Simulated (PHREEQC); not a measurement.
Dissolve 3 mmol/kgw ZnSO4, 1.8 mmol/kgw H3BO3 and 84 mmol/kgw H2SO4 at 61 °C. Closed to the air; pH follows from the charge balance.

The numbers come from PHREEQC with the ion-association model, wateq4f.dat.

* **pH**: 1.13
* **ionic strength**: 0.108 mol/kgw
* **total alkalinity**: -168 meq/kg

```json
[
 {"species": "H+", "molality": "0.0916", "activity": "0.0744", "log γ": "-0.090"},
 {"species": "HSO4-", "molality": "0.0764", "activity": "0.0579", "log γ": "-0.120"},
 {"species": "SO4-2", "molality": "0.00973", "activity": "0.00331", "log γ": "-0.468"},
 {"species": "Zn+2", "molality": "0.00217", "activity": "0.000802", "log γ": "-0.433"},
 {"species": "H3BO3", "molality": "0.00180", "activity": "0.00185", "log γ": "0.011"},
 {"species": "ZnSO4", "molality": "0.000777", "activity": "0.000797", "log γ": "0.011"},
 {"species": "Zn(SO4)2-2", "molality": "4.94e-5", "activity": "1.67e-5", "log γ": "-0.470"}
]
```

No solid was allowed to form. At this temperature some constants are extrapolated from 25 °C, and those without enthalpy data are left unchanged.
